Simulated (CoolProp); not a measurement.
Model: reference Helmholtz-energy equation of state, Thol 2014, in CoolProp.

Problem. For chloromethane (R40), give the phase and the cp (kJ/(kg K)), speed of sound (m/s) at 14.05 °C and 0.101 MPa; 41.45 °C and 0.101 MPa; 48.25 °C and 0.101 MPa.

Solution. 
- 14.05 °C and 0.101 MPa: gas; cp 0.830, speed of sound 241
- 41.45 °C and 0.101 MPa: gas; cp 0.853, speed of sound 252
- 48.25 °C and 0.101 MPa: gas; cp 0.861, speed of sound 254
